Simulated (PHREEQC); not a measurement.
A made-up water analysis in mg/kgw, 20 °C, pH 6.97, pe 11.1: Na 0.0102; K 0.000699; Ca 0.0681; Mg 0.0087; Cl 0.031; S(6) as SO4 0.00776; Alkalinity as HCO3 0.199; Si as SiO2 0.000107; B 0.000201; Ba 0.000137; Cd 0.000196; Zn 0.000103.

Valence states are taken as typed.

All values are PHREEQC results (ion-association model, phreeqc.dat), not measurements.

| Property | Value |
|---|---|
| ionic strength | 6.69e-6 mol/kgw |
| charge-balance error | 3.1 % |

```tsv
species	molality	activity	log γ
HCO3-	3.30e-6	3.29e-6	-0.001
Ca+2	1.70e-6	1.68e-6	-0.005
Cl-	8.74e-7	8.72e-7	-0.001
CO2	8.50e-7	8.50e-7	0.000
Na+	4.44e-7	4.42e-7	-0.001
Mg+2	3.58e-7	3.54e-7	-0.005
H+	1.08e-7	1.07e-7	-0.001
SO4-2	8.08e-8	7.98e-8	-0.005
OH-	6.41e-8	6.39e-8	-0.001
H3BO3	1.85e-8	1.85e-8	0.000
K+	1.79e-8	1.78e-8	-0.001
H4SiO4	1.78e-9	1.78e-9	0.000
Cd+2	1.74e-9	1.72e-9	-0.005
Zn+2	1.56e-9	1.54e-9	-0.005
```

This is a speciation only: nothing precipitates in the calculation.
